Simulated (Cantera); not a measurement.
A closed system holds: 1 mol Si2Cl6, 37 mol H2, equilibrated at 1 atm.

Equilibrium computed with Cantera from the NASA thermochemical tables; the gas is ideal and each condensed phase is pure. Candidate condensed phases: Si; 19 gas species. The feed counts by its element totals alone. The numbers say what is thermodynamically allowed, not how fast it happens.

Over these rows the condensed part is Si(s). Partial pressures as log10 of bar:

```json
[
 {"T (K)": "1123", "1000/T (1/K)": "0.8905", "log p SiCl4": "-1.70", "log p H2": "-0.02", "log p HCl": "-1.70"},
 {"T (K)": "1223", "1000/T (1/K)": "0.8177", "log p SiCl4": "-1.79", "log p H2": "-0.03", "log p HCl": "-1.46"},
 {"T (K)": "1323", "1000/T (1/K)": "0.7559", "log p SiCl4": "-1.97", "log p H2": "-0.03", "log p HCl": "-1.28"},
 {"T (K)": "1423", "1000/T (1/K)": "0.7027", "log p SiCl4": "?", "log p H2": "-0.04", "log p HCl": "-1.17"},
 {"T (K)": "1523", "1000/T (1/K)": "0.6566", "log p SiCl4": "-2.67", "log p H2": "-0.04", "log p HCl": "-1.10"},
 {"T (K)": "1623", "1000/T (1/K)": "0.6161", "log p SiCl4": "-3.16", "log p H2": "-0.05", "log p HCl": "-1.08"}
]
```

Problem. Fit log p(SiCl4) = a + b·(1000/T) to the five rows, give the apparent enthalpy, and predict the row at 1423 K.

Solution. Means: 1000/T = 0.7474, log p = -2.258. Sxy = 0.271040, Sxx = 0.0509763, so b = 5.32 and a = -2.258 − (5.32)×0.7474 = -6.23.
Apparent enthalpy: −19.145 × (5.32) = -102 kJ/mol. With the condensed phases at unit activity, Si(s) + 4 HCl(g) = SiCl4(g) + 2 H2(g) links this pressure to the main gases: over the six rows their terms move log p by +2.54 in all, so the slope isn't that reaction's ΔH° alone. The five rows lie within 0.24 of the line; that is curvature, so one enthalpy describes this range poorly.
Prediction at 1423 K: -6.23 + (5.32)×0.7027 = -2.49. The computed value is -2.26, 0.23 from the line.
